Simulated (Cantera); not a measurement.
Input: 1 mol TiCl4, 0.18 mol CH4, held at 0.310 bar.

Cantera equilibrium calculation (NASA polynomials, part measured and part estimated; ideal gas, pure solids and liquids). Candidate condensed phases: C, C6H6, C7H8, C8H18, Ti, TiC, TiCl2, TiCl3, TiCl4; 96 gas species. TiC: taken at fixed stoichiometry. The numbers say what is thermodynamically allowed, not how fast it happens.

### Question
Which condensed phases are stable at each of these points (T (K)): 1523, 1598, 1673, 1748, 1823, 1898, 1973, 2048, 2123, 2198?

### Answer
```
T (K)      condensed phases  Ti condensed (%)
-----  --------------------  ----------------
1523   C(graphite) + TiC(s)               2.8
1598   C(graphite) + TiC(s)               1.7
1673   C(graphite) + TiC(s)               0.5
1748            C(graphite)               0.0
1823            C(graphite)               0.0
1898            C(graphite)               0.0
1973            C(graphite)               0.0
2048            C(graphite)               0.0
2123            C(graphite)               0.0
2198            C(graphite)               0.0
```

From 1523 K to 1673 K the condensed part is C(graphite) + TiC(s). From 1748 K to 2198 K the condensed part is C(graphite).
